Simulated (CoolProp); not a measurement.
Vapour-liquid equilibrium of propane (1) + isopentane (2) at -63.65 °C; x and y are mole fractions of (1).

Values from CoolProp's multi-fluid Helmholtz-energy mixture model, Lemmon 2009 and Lemmon 2006; pair parameters Kunz 2012.

```json
[
 {"x": "0.05", "bubble pressure (MPa)": "0.003530", "y at the bubble point": "0.783", "dew pressure at overall composition x (MPa)": "0.0008435", "liquid density (mol/L)": "9.808"},
 {"x": "0.15", "bubble pressure (MPa)": "0.008012", "y at the bubble point": "0.913", "dew pressure at overall composition x (MPa)": "0.0009413", "liquid density (mol/L)": "10.09"},
 {"x": "0.25", "bubble pressure (MPa)": "0.01169", "y at the bubble point": "0.946", "dew pressure at overall composition x (MPa)": "0.001065", "liquid density (mol/L)": "10.42"},
 {"x": "0.35", "bubble pressure (MPa)": "0.01494", "y at the bubble point": "0.962", "dew pressure at overall composition x (MPa)": "0.001225", "liquid density (mol/L)": "10.79"},
 {"x": "0.45", "bubble pressure (MPa)": "0.01799", "y at the bubble point": "0.972", "dew pressure at overall composition x (MPa)": "0.001443", "liquid density (mol/L)": "11.20"},
 {"x": "0.55", "bubble pressure (MPa)": "0.02097", "y at the bubble point": "0.980", "dew pressure at overall composition x (MPa)": "0.001755", "liquid density (mol/L)": "11.64"},
 {"x": "0.65", "bubble pressure (MPa)": "0.02395", "y at the bubble point": "0.985", "dew pressure at overall composition x (MPa)": "0.002238", "liquid density (mol/L)": "12.11"},
 {"x": "0.75", "bubble pressure (MPa)": "0.02699", "y at the bubble point": "0.990", "dew pressure at overall composition x (MPa)": "0.003087", "liquid density (mol/L)": "12.59"},
 {"x": "0.85", "bubble pressure (MPa)": "0.03011", "y at the bubble point": "0.994", "dew pressure at overall composition x (MPa)": "0.004968", "liquid density (mol/L)": "13.06"},
 {"x": "0.95", "bubble pressure (MPa)": "0.03336", "y at the bubble point": "0.998", "dew pressure at overall composition x (MPa)": "0.01241", "liquid density (mol/L)": "13.52"}
]
```

No azeotrope shows between x = 0.05 and 0.95.

Pair parameters are fitted to limited data, so mixtures are less certain than the pure fluids.
